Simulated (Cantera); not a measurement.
Source: NASA polynomial tables (part measured, part estimated), evaluated in Cantera. Values are per mole of reaction as written; species without (g) are pure solids or liquids, kept so even where they would boil at 1 bar. TaC: taken at fixed stoichiometry.

Question: Between 1500 and 1700 K, where is each reaction favourable under standard conditions?
- 6 CO(g) + 3 Ta₂O₅ → 7 O₃(g) + 6 TaC

Answer: 
- 6 CO(g) + 3 Ta₂O₅ → 7 O₃(g) + 6 TaC: ΔG° is 6530 kJ at 1500 K and 6486 kJ at 1700 K; it stays positive (K < 1). ΔH° is 6859 kJ and ΔS° 220 J/K at 1700 K.
